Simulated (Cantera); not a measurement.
# Ignition delay

Mixture: 2.62 % C3H8, 12.0 % O2, 78.5 % N2, 6.81 % CO2, at 10.0 bar, adiabatic and at constant volume. Ignition delay is the time to a rise of 400 K.

Cantera simulation using GRI-Mech 3.0 (53 species, 325 reactions); the numbers are that mechanism's predictions, not measurements. GRI-Mech 3.0 was tuned for natural gas; its chemistry of propane as a main component is partial and can be far from experiment.

```
T0 (K)  delay (ms)
------  ----------
1000           117
1100          16.6
1200          2.47
1300         0.428
1400        0.0958
1500        0.0283
1600        0.0108
1700       0.00508
1800       0.00283
```

```
Quantity                                                 Value
--------------------------------------------------  ----------
apparent activation energy between 1600 and 1800 K  160 kJ/mol
```
